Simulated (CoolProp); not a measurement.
A single-stage vapour-compression cycle with R410A: evaporating at 279.15 K (dew point), condensing at 324.15 K (bubble point), superheat 8 K, subcooling 0 K, compressor efficiency 0.65, no pressure losses. Each further row changes one setting.

The numbers come from the reference Helmholtz-energy equation of state, Lemmon 2003 in CoolProp. It is a pseudo-pure fit of the blend.

```csv
case,cooling COP,pressure ratio,discharge temperature (K),refrigerating effect (kJ/kg),volumetric capacity (kJ/m³)
as stated,(withheld),3.27,365.1,144,5040
evaporating temperature 284.15 K,(withheld),(withheld),360.7,146,5930
condensing temperature 319.15 K,3.28,2.91,357.1,(withheld),5390
subcooling 5 K,(withheld),3.27,365.1,155,(withheld)
superheat 18 K,(withheld),3.27,376.7,155,5090
compressor efficiency 0.55,(withheld),3.27,372.8,144,5040
```

Q: Fill in the missing entries.

A: 
- as stated, cooling COP: 2.76
- evaporating temperature 284.15 K, cooling COP: 3.23
- evaporating temperature 284.15 K, pressure ratio: 2.81
- condensing temperature 319.15 K, refrigerating effect (kJ/kg): 154
- subcooling 5 K, cooling COP: 2.96
- subcooling 5 K, volumetric capacity (kJ/m³): 5420
- superheat 18 K, cooling COP: 2.77
- compressor efficiency 0.55, cooling COP: 2.33
